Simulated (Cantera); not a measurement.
Adiabatic ignition

An adiabatic, constant-pressure homogeneous reactor starts with 19.0 % CH₃OH, 15.8 % O₂, 59.4 % N₂, 5.88 % H₂O, at 1625 K and 1.01 bar.

Detailed kinetics in Cantera: GRI-Mech 3.0 (53 species, 325 reactions). GRI-Mech 3.0 was tuned for natural gas; its chemistry of methanol as a main component is partial and can be far from experiment.

```json
[
 {"t (s)": "5.00e-6", "T (K)": "1625", "x CH₃OH": "0.189", "x O₂": "0.157", "x H₂O": "0.0591", "x OH": "2.91e-6", "x CH₄": "4.12e-5"},
 {"t (s)": "1.18e-5", "T (K)": "1625", "x CH₃OH": "0.187", "x O₂": "0.156", "x H₂O": "0.0598", "x OH": "7.65e-6", "x CH₄": "0.000136"},
 {"t (s)": "2.79e-5", "T (K)": "1639", "x CH₃OH": "0.172", "x O₂": "0.149", "x H₂O": "0.0668", "x OH": "3.85e-5", "x CH₄": "0.000295"},
 {"t (s)": "6.60e-5", "T (K)": "2242", "x CH₃OH": "<1e-12", "x O₂": "0.00702", "x H₂O": "0.217", "x OH": "0.0177", "x CH₄": "<1e-12"},
 {"t (s)": "0.000156", "T (K)": "2486", "x CH₃OH": "<1e-12", "x O₂": "0.00310", "x H₂O": "0.231", "x OH": "0.0148", "x CH₄": "<1e-12"},
 {"t (s)": "0.000368", "T (K)": "2620", "x CH₃OH": "<1e-12", "x O₂": "0.00141", "x H₂O": "0.243", "x OH": "0.0109", "x CH₄": "<1e-12"},
 {"t (s)": "0.000871", "T (K)": "2656", "x CH₃OH": "<1e-12", "x O₂": "0.00101", "x H₂O": "0.246", "x OH": "0.00951", "x CH₄": "<1e-12"},
 {"t (s)": "0.00206", "T (K)": "2655", "x CH₃OH": "<1e-12", "x O₂": "0.000979", "x H₂O": "0.246", "x OH": "0.00936", "x CH₄": "<1e-12"},
 {"t (s)": "0.00486", "T (K)": "2653", "x CH₃OH": "<1e-12", "x O₂": "0.000952", "x H₂O": "0.246", "x OH": "0.00923", "x CH₄": "<1e-12"},
 {"t (s)": "0.0115", "T (K)": "2652", "x CH₃OH": "<1e-12", "x O₂": "0.000937", "x H₂O": "0.246", "x OH": "0.00916", "x CH₄": "<1e-12"},
 {"t (s)": "0.0271", "T (K)": "2652", "x CH₃OH": "<1e-12", "x O₂": "0.000935", "x H₂O": "0.246", "x OH": "0.00915", "x CH₄": "<1e-12"},
 {"t (s)": "0.0641", "T (K)": "2652", "x CH₃OH": "<1e-12", "x O₂": "0.000935", "x H₂O": "0.246", "x OH": "0.00915", "x CH₄": "<1e-12"},
 {"t (s)": "0.152", "T (K)": "2652", "x CH₃OH": "<1e-12", "x O₂": "0.000935", "x H₂O": "0.246", "x OH": "0.00915", "x CH₄": "<1e-12"},
 {"t (s)": "0.358", "T (K)": "2652", "x CH₃OH": "<1e-12", "x O₂": "0.000935", "x H₂O": "0.246", "x OH": "0.00915", "x CH₄": "<1e-12"},
 {"t (s)": "0.846", "T (K)": "2652", "x CH₃OH": "<1e-12", "x O₂": "0.000935", "x H₂O": "0.246", "x OH": "0.00915", "x CH₄": "<1e-12"},
 {"t (s)": "2.00", "T (K)": "2652", "x CH₃OH": "<1e-12", "x O₂": "0.000935", "x H₂O": "0.246", "x OH": "0.00915", "x CH₄": "<1e-12"}
]
```
x: mole fraction; the columns are a selection and need not sum to one.

| Property | Value |
|---|---|
| time of steepest temperature rise | 54.5 µs |
| temperature at 2.00 s | 2652 K |
| equilibrium temperature | 2652 K |
| x(CH₃OH) at 2.00 s | <1e-12 (gas-phase equilibrium <1e-12) |
| x(O₂) at 2.00 s | 0.000935 (gas-phase equilibrium 0.000935) |
| x(H₂O) at 2.00 s | 0.246 (gas-phase equilibrium 0.246) |
